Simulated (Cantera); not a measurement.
## Thermodynamics of sublimation and decomposition of ceramics, feed AlN + C + N2

Feed: 1 mol AlN, 0.0065 mol C, 0.32 mol N2, held at 2025 K and 750 Torr.

These are equilibrium values from Cantera (NASA tables, ideal gas, pure condensed phases), not measurements of a reactor. Candidate condensed phases: Al, AlN, C; 16 gas species. Rates play no part.

```
Item                                   Result
--------------------------------  -----------
x(N2)                                   1.000
x(Al)                                 3.28e-5
x(C2N2)                               2.30e-6
n(AlN(s))                           1.000 mol
n(C(graphite))                    0.00650 mol
gas amount                         0.3200 mol
log10 activity of Al(l) (absent)        -2.36
```
